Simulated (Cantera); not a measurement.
# Ignition delay

Mixture: CH4 : CO : O2 : N2 = 1 : 0.042 : 4.7 : 17.7 (molar parts), equivalence ratio 0.43, at 1.00 atm, adiabatic and at constant volume. Ignition delay is the time to a rise of 400 K.

Computed with Cantera and GRI-Mech 3.0 (53 species, 325 reactions).

```
T0 (K)  delay (ms)
------  ----------
1225          20.0
1275          10.2
1325          5.41
1375          3.01
1425          1.76
1475          1.07
1525         0.687
1575         0.457
1625         0.314
1675         0.222
```

```json
{
  "apparent activation energy between 1575 and 1675 K": "160 kJ/mol"
}
```
